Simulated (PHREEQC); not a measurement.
0.041 g of hydrous ferric oxide (600 m²/g; 0.2 weak and 0.005 strong sites per Fe, Dzombak-Morel constants, diffuse double layer) in 1 kg of water with 0.05 mol/kgw of an inert sodium salt, at 25 °C; the pH is set by adding NaOH or the inert anion's acid. O2 is buffered at 0.21 atm. No CO2 enters from the air. Precipitation was switched off in this run.

Base run: PHREEQC, ion-association model, wateq4f.dat. Each further column changes one thing. The table gives surface charge σ (C/m²).

| pH | base | background salt from 0.05 to 0.005 mol/kgw | oxide from 0.041 to 0.21 g/kgw | 1.9e-05 mol/kgw NaH2PO4 added |
|---|---|---|---|---|
| 3 | 0.357 | 0.302 | 0.357 | 0.265 |
| 3.5 | 0.335 | 0.242 | 0.335 | 0.238 |
| 4.5 | 0.238 | 0.131 | 0.238 | 0.164 |
| 5 | 0.181 | 0.090 | 0.181 | 0.122 |
| 5.5 | 0.130 | 0.059 | 0.130 | 0.084 |
| 6.5 | 0.058 | 0.023 | 0.058 | 0.031 |
| 7 | 0.034 | 0.013 | 0.034 | 0.014 |
| 7.5 | 0.017 | 0.006 | 0.017 | 0.001 |
| 8.5 | -0.010 | -0.004 | -0.010 | -0.018 |
| 9 | -0.026 | -0.009 | -0.026 | -0.030 |

The oxide is taken as insoluble; below pH 4 it would dissolve. H3PO4, which wateq4f.dat lacks, is added to it with the constant of phreeqc.dat.
